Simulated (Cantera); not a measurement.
Input (Python, Cantera):

```python
import numpy as np
import cantera as ct

gas = ct.Solution("gri30.yaml")
gas.TPX = 575, 100000, {'CH4': 1, 'O2': 2.08, 'N2': 7.83}
flame = ct.FreeFlame(gas, width=0.04)
flame.set_refine_criteria(ratio=3, slope=0.08, curve=0.16)
flame.transport_model = "mixture-averaged"
flame.solve(loglevel=0, auto=True)
flame.transport_model = "multicomponent"
flame.soret_enabled = False
flame.solve(loglevel=0, refine_grid=True)
z, T = flame.grid, flame.T
thick = (T[-1] - T[0]) / np.gradient(T, z).max()
show = ['CH4', 'O2', 'CH3', 'CH2CO', 'CH2O', 'H']
print(f"laminar burning velocity  {flame.velocity[0] * 100:.3f} cm/s")
print(f"burnt temperature         {T[-1]:.1f} K")
print(f"thermal thickness         {thick * 1e3:.4f} mm")
print(f"grid points               {len(z)}")
z0 = z[flame.heat_release_rate.argmax()]
print(f"{'z/mm':>9s}{'T/K':>9s}{'u/(m/s)':>9s}" + "".join(f"{s:>11s}" for s in show))
rows = []
for k in (-3, -2, -1.5, -1, -0.5, -0.25, 0, 0.25, 0.5, 1, 2, 4, 8):
    zz = z0 + k * thick
    rows.append([k * thick, np.interp(zz, z, T), np.interp(zz, z, flame.velocity),
                 *(np.interp(zz, z, flame.X[gas.species_index(s)]) for s in show)])
    print(f"{rows[-1][0] * 1e3:9.3f}{rows[-1][1]:9.1f}{rows[-1][2]:9.3f}" + "".join(f"{x:11.3e}" for x in rows[-1][3:]))
```

It prints:

```
laminar burning velocity  118.542 cm/s
burnt temperature         2344.6 K
thermal thickness         0.3457 mm
grid points               148
     z/mm      T/K  u/(m/s)        CH4         O2        CH3      CH2CO       CH2O          H
   -1.037    575.1    1.186  9.158e-02  1.905e-01  2.115e-08  2.202e-10  7.362e-08  2.156e-13
   -0.691    576.3    1.191  9.138e-02  1.901e-01  2.322e-07  4.581e-09  1.193e-06  3.076e-11
   -0.519    582.3    1.205  9.084e-02  1.894e-01  1.298e-06  4.672e-08  9.125e-06  2.464e-09
   -0.346    628.0    1.307  8.777e-02  1.855e-01  1.189e-05  7.911e-07  9.242e-05  5.909e-07
   -0.173    980.1    2.068  6.521e-02  1.568e-01  3.840e-04  2.350e-05  7.590e-04  1.204e-04
   -0.086   1383.2    2.950  3.634e-02  1.171e-01  2.039e-03  8.987e-05  1.123e-03  8.286e-04
    0.000   1769.4    3.804  8.677e-03  6.922e-02  2.166e-03  1.075e-04  7.279e-04  3.544e-03
    0.086   1928.1    4.146  6.362e-04  4.121e-02  2.631e-04  1.851e-05  1.170e-04  6.780e-03
    0.173   1972.7    4.227  2.451e-05  3.154e-02  1.114e-05  9.131e-07  5.661e-06  8.129e-03
    0.346   2024.0    4.312  5.280e-08  2.635e-02  2.693e-08  2.269e-09  1.375e-08  8.037e-03
    0.691   2090.0    4.430  1.249e-11  2.331e-02  7.303e-12  7.353e-13  9.993e-11  6.409e-03
    1.383   2167.4    4.572  1.628e-16  2.050e-02  8.849e-16  8.215e-17  7.025e-11  4.217e-03
    2.765   2242.3    4.707  5.245e-17  1.759e-02  3.000e-16 -5.777e-18  4.662e-11  2.449e-03
```

Computed with Cantera and GRI-Mech 3.0 (53 species, 325 reactions). Burning velocities carry a grid error of a few per cent, more on coarse grids.
